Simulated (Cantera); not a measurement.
Cantera run, input and output.

```python
import numpy as np
import cantera as ct

gas = ct.Solution("gri30.yaml")
gas.TPX = 375, 101325, {'C3H8': 1, 'O2': 12.2, 'N2': 45.9}
inlet = ct.Reservoir(gas, clone=True)
gas.equilibrate("HP")  # start burning
reactor = ct.IdealGasConstPressureReactor(gas, energy="on", clone=False)
exhaust = ct.Reservoir(gas, clone=True)
tau = [0.064, 0.033, 0.017, 0.0089, 0.0046, 0.0024, 0.0012, 0.00064, 0.00033, 0.00017, 9e-05, 4.7e-05][0]
for a, b in ((inlet, reactor), (reactor, exhaust)):
    ct.MassFlowController(a, b, mdot=lambda t: reactor.mass / tau)
net = ct.ReactorNet([reactor])
show = ['C3H8', 'O2', 'H2O', 'CH4', 'C2H6', 'CO', 'N2O']

rows = []
print(f"{'tau/s':>10s}{'T/K':>9s}" + "".join(f"{s:>11s}" for s in show))
for tau in [0.064, 0.033, 0.017, 0.0089, 0.0046, 0.0024, 0.0012, 0.00064, 0.00033, 0.00017, 9e-05, 4.7e-05]:
    net.initial_time = 0.0
    net.advance(30 * tau)
    before = gas.X
    net.advance(40 * tau)
    drift = np.max(np.abs(gas.X - before) / (gas.X + 1e-9))
    rows.append([gas.T, *gas[show].X, drift])
    print(f"{tau:10.3e}{gas.T:9.1f}" + "".join(f"{x:11.3e}" for x in gas[show].X))
```

It prints:

```
     tau/s      T/K       C3H8         O2        H2O        CH4       C2H6         CO        N2O
 6.400e-02   1375.7  6.923e-06  1.202e-01  6.624e-02  6.751e-07  5.328e-09  8.442e-04  1.072e-06
 3.300e-02   1370.3  1.061e-05  1.204e-01  6.612e-02  1.007e-06  9.843e-09  1.351e-03  9.595e-07
 1.700e-02   1361.8  1.647e-05  1.208e-01  6.594e-02  1.667e-06  1.929e-08  2.181e-03  8.169e-07
 8.900e-03   1348.2  2.618e-05  1.216e-01  6.568e-02  3.119e-06  4.187e-08  3.534e-03  6.587e-07
 4.600e-03   1323.7  4.604e-05  1.230e-01  6.522e-02  7.336e-06  1.201e-07  6.011e-03  4.735e-07
 2.400e-03    375.0  1.692e-02  2.064e-01  4.036e-15  1.559e-17  6.541e-18  1.023e-15  1.431e-20
 1.200e-03    375.0  1.692e-02  2.064e-01 -6.740e-17 -2.603e-19 -1.092e-19 -1.707e-17 -2.390e-22
 6.400e-04    375.0  1.692e-02  2.064e-01 -4.122e-19 -1.592e-21 -6.679e-22 -1.044e-19 -1.462e-24
 3.300e-04    375.0  1.692e-02  2.064e-01 -2.604e-20 -1.006e-22 -4.219e-23 -6.596e-21 -9.233e-26
 1.700e-04    375.0  1.692e-02  2.064e-01 -1.645e-21 -6.353e-24 -2.665e-24 -4.166e-22 -5.832e-27
 9.000e-05    375.0  1.692e-02  2.064e-01 -1.039e-22 -4.013e-25 -1.683e-25 -2.632e-23 -3.684e-28
 4.700e-05    375.0  1.692e-02  2.064e-01 -6.562e-24 -2.535e-26 -1.063e-26 -1.662e-24 -2.327e-29
```

Model: GRI-Mech 3.0 (53 species, 325 reactions), integrated in Cantera. GRI-Mech 3.0 was tuned for natural gas; its chemistry of propane as a main component is partial and can be far from experiment.
